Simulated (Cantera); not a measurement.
An adiabatic, constant-volume homogeneous reactor starts with C3H8 : O2 : N2 = 1 : 2.17 : 8.17 (molar parts), at 1673 K and 24000 Pa. Integrator tolerance rtol = 1e-08.

Cantera simulation using GRI-Mech 3.0 (53 species, 325 reactions); the numbers are that mechanism's predictions, not measurements. GRI-Mech 3.0 was tuned for natural gas; its chemistry of propane as a main component is partial and can be far from experiment.

```json
[
 {"quantity": "time of steepest temperature rise", "before": "78.3 µs", "after": "73.2 µs"},
 {"quantity": "temperature at 0.300 s", "before": "2729 K", "after": "2734 K"},
 {"quantity": "equilibrium temperature", "before": "2729 K", "after": "2734 K"},
 {"quantity": "x(C3H8) at 0.300 s", "before": "<1e-12 (gas-phase equilibrium <1e-12)", "after": "<1e-12 (gas-phase equilibrium <1e-12)"},
 {"quantity": "x(O2) at 0.300 s", "before": "8.87e-5 (gas-phase equilibrium 8.87e-5)", "after": "8.56e-5 (gas-phase equilibrium 8.56e-5)"},
 {"quantity": "x(CO2) at 0.300 s", "before": "0.0112 (gas-phase equilibrium 0.0112)", "after": "0.0112 (gas-phase equilibrium 0.0112)"},
 {"quantity": "x(H) at 0.300 s", "before": "0.0357 (gas-phase equilibrium 0.0357)", "after": "0.0351 (gas-phase equilibrium 0.0351)"},
 {"quantity": "x(CH4) at 0.300 s", "before": "4.94e-12 (gas-phase equilibrium 5.44e-12)", "after": "5.73e-12 (gas-phase equilibrium 6.31e-12)"},
 {"quantity": "x(C2H2) at 0.300 s", "before": "<1e-12 (gas-phase equilibrium <1e-12)", "after": "<1e-12 (gas-phase equilibrium <1e-12)"},
 {"quantity": "x(OH) at 0.300 s", "before": "0.00391 (gas-phase equilibrium 0.00391)", "after": "0.00386 (gas-phase equilibrium 0.00386)"}
]
```

Q: Which change was made?
A) initial temperature 1673 to 1223 K
B) pressure from 24000 Pa to 26000 Pa
C) pressure from 24000 Pa to 450000 Pa
D) initial temperature 1673 to 1225 K

A: B, pressure from 24000 Pa to 26000 Pa
